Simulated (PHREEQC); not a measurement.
Consider water at 73 °C with 0.0016 mol (NH4)2HPO4 per kg of water. Closed to the air; pH follows from the charge balance.

All values are PHREEQC results (ion-association model, phreeqc.dat), not measurements.

Each row changes one thing in this solution. No solid was allowed to form.

```csv
case,pH,ionic strength (mol/kgw),NH4+ (mol/kgw),HPO4-2 (mol/kgw),H2PO4- (mol/kgw),NH3 (mol/kgw)
as made,7.31,0.00374,0.00267,0.00107,0.000533,0.000529
diluted 100-fold with water,7.19,3.65e-5,2.76e-5,8.82e-6,7.18e-6,4.36e-6
diluted 10-fold with water,7.31,0.000366,0.000265,0.000101,5.88e-5,5.49e-5
temperature from 73 to 30 °C,7.95,0.00440,0.00300,0.00140,0.000200,0.000199
temperature from 73 to 20 °C,8.12,0.00450,0.00305,0.00145,0.000149,0.000148
(NH4)2HPO4 from 0.0016 to 0.0008 mol/kgw,7.32,0.00185,0.00133,0.000524,0.000276,0.000271
(NH4)2HPO4 from 0.0016 to 0.00032 mol/kgw,7.32,0.000735,0.000530,0.000206,0.000114,0.000110
(NH4)2HPO4 from 0.0016 to 0.00176 mol/kgw,7.31,0.00412,0.00294,0.00118,0.000583,0.000579
```

Complexes and solids missing from the database can't appear. Constants without temperature data keep their 25 °C values here.
